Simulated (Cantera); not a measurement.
Charge: 1 mol Fe2O3, 0.065 mol HCl, 0.015 mol O2, 0.82 mol Cl2, at 1050 °C and 0.133 bar.

Equilibrium computed with Cantera from the NASA thermochemical tables; the gas is ideal and each condensed phase is pure. Candidate condensed phases: Fe, FeCl2, FeCl3, FeO, Fe(OH)2, Fe(OH)3, Fe2O3, Fe3O4, H2O; 22 gas species. Rates play no part.

Base state: Cl2 0.347, O2 0.251, FeCl3 0.221, FeCl2 0.0933, HCl 0.0621, Cl 0.0245, Fe2Cl6 0.000253, Fe2Cl4 0.000205 (mole fractions); condensed: Fe2O3(s).

Q: What changes in the equilibrium state with this change: O2 from 0.015 to 1.7 mol?

A: 
```json
[
 {"species": "O2", "before": "0.251", "after": "0.685"},
 {"species": "Cl2", "before": "0.347", "after": "0.201"},
 {"species": "FeCl3", "before": "0.221", "after": "0.0458"},
 {"species": "FeCl2", "before": "0.0933", "after": "0.0254"},
 {"species": "HCl", "before": "0.0621", "after": "0.0240"},
 {"species": "Cl", "before": "0.0245", "after": "0.0186"},
 {"species": "Fe2Cl6", "before": "0.000253", "after": "1.09e-5"},
 {"species": "Fe2Cl4", "before": "0.000205", "after": "1.52e-5"},
 {"species": "H2O", "before": "0.000120", "after": "5.14e-5"},
 {"species": "ClO", "before": "0.000142", "after": "0.000178"},
 {"species": "Fe2O3(s), mol", "before": "0.835", "after": "0.904"}
]
```

Q: What changes in the equilibrium state with this change: Cl2 from 0.82 to 0.15 mol?

A: 
```tsv
species	before	after
Cl2	0.347	0.265
HCl	0.0621	0.248
O2	0.251	0.231
FeCl3	0.221	0.156
FeCl2	0.0933	0.0755
Cl	0.0245	0.0214
H2O	0.000120	0.00242
HOCl	3.02e-6	1.16e-5
Fe2Cl6	0.000253	0.000126
Fe2O3(s), mol	0.835	0.970
```
